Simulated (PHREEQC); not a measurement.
Make-up at 20 °C: 0.011 mol/kgw HCl, 0.00023 mol/kgw Al2(SO4)3 and 0.0027 mol/kgw MnSO4. Closed to the air; pH follows from the charge balance.

All values are PHREEQC results (ion-association model, wateq4f.dat), not measurements.

No solid was allowed to form.

**Question.** Order these Mn species by the share of Mn that they hold, largest first: Mn+2, MnSO4, MnCl+.

**Answer.** Mn+2 (88 %), MnSO4 (9.3 %), MnCl+ (2.3 %)

The pH is 2.05 and the ionic strength 0.0206 mol/kgw.
